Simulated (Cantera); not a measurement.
**Pyrogenic steam for wet oxidation**

An isothermal, constant-pressure homogeneous reactor starts with H2 : O2 : N2 = 1.4 : 1 : 0.67 (molar parts), equivalence ratio 0.70, at 1000 K and 0.430 bar.

Model: the H2/O2 subset of GRI-Mech 3.0, which has no nitrogen chemistry, integrated in Cantera. The temperature is held fixed by assumption; the heat of reaction is taken as removed at once.

```csv
t (s),x H2,x O2,x HO2,x O,x H2O2,x OH
3.00e-6,0.456,0.326,1.50e-10,1.07e-11,<1e-12,4.66e-12
1.02e-5,0.456,0.326,6.05e-10,7.50e-11,<1e-12,2.67e-11
3.44e-5,0.456,0.326,5.31e-9,1.07e-9,8.81e-12,3.63e-10
0.000116,0.456,0.326,5.07e-6,1.27e-6,1.01e-8,4.39e-7
0.000393,0.0878,0.165,0.000246,0.000150,2.88e-5,0.000168
0.00133,0.0813,0.162,0.000101,5.01e-7,0.000165,4.53e-7
0.00451,0.0803,0.161,0.000103,7.26e-7,0.000249,6.76e-7
0.0152,0.0743,0.159,0.000129,1.30e-6,0.000456,1.39e-6
0.0516,0.0504,0.148,0.000117,1.33e-6,0.000428,1.63e-6
0.175,0.0143,0.133,6.69e-5,7.93e-7,0.000155,1.43e-6
0.591,0.00114,0.127,1.28e-5,6.85e-8,6.23e-6,5.38e-7
2.00,0.000132,0.127,2.03e-6,2.53e-9,1.69e-7,1.29e-7
```
x: mole fraction; the columns are a selection and need not sum to one.

Equilibrium at this temperature and pressure: H2 2.23e-10, O2 0.127, HO2 1.25e-9, O 8.59e-11, H2O2 3.88e-10, OH 3.05e-7 (gas phase only).
